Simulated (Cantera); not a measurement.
A freely propagating, adiabatic, planar premixed flame of 14.3 % CH4, 23.9 % O2, 61.9 % N2, unburnt at 375 K and 3750 Torr; mixture-averaged transport, grid criteria slope 0.08 and curve 0.16, no radiation.

Cantera simulation using GRI-Mech 3.0 (53 species, 325 reactions); the numbers are that mechanism's predictions, not measurements. Burning velocities carry a grid error of a few per cent, more on coarse grids.

x: mole fraction of selected species; z is measured from the peak of heat release.

```csv
z (mm),T (K),u (m/s),x CH4,x O2,x H2O2,x CH3,x CO2,x CO
-0.243,375,0.573,0.143,0.238,2.83e-8,<1e-8,2.27e-7,4.20e-6
-0.162,377,0.578,0.142,0.237,2.70e-7,3.66e-8,2.97e-6,4.04e-5
-0.121,389,0.598,0.141,0.236,1.70e-6,2.13e-7,2.64e-5,0.000259
-0.0810,499,0.776,0.132,0.227,1.59e-5,3.49e-6,0.000508,0.00291
-0.0405,?,1.77,?,?,?,?,?,?
-0.0202,1631,2.64,0.0467,0.113,1.84e-5,0.00276,0.0179,0.0498
0,?,3.40,?,?,?,?,?,0.0740
0.0202,2282,3.73,0.00104,0.0199,1.17e-6,0.000888,0.0495,0.0781
0.0405,2344,3.81,6.13e-5,0.00888,5.76e-7,7.22e-5,0.0605,0.0717
0.0810,2398,3.88,3.12e-7,0.00410,3.92e-7,4.27e-7,0.0692,0.0646
0.162,2453,3.96,<1e-8,0.00236,2.77e-7,<1e-8,0.0724,0.0621
0.324,2498,4.02,<1e-8,0.00128,1.79e-7,<1e-8,0.0734,0.0614
0.648,2522,4.05,<1e-8,0.000748,1.19e-7,<1e-8,0.0740,0.0610
```

### Question
What belongs in the gaps?

### Answer

- -0.0405, T (K): 1110
- -0.0405, x CH4: 0.0877
- -0.0405, x O2: 0.171
- -0.0405, x H2O2: 5.97e-5
- -0.0405, x CH3: 0.000412
- -0.0405, x CO2: 0.00733
- -0.0405, x CO: 0.0247
- 0, T (K): 2080
- 0, x CH4: 0.0113
- 0, x O2: 0.0529
- 0, x H2O2: 5.11e-6
- 0, x CH3: 0.00399
- 0, x CO2: 0.0336
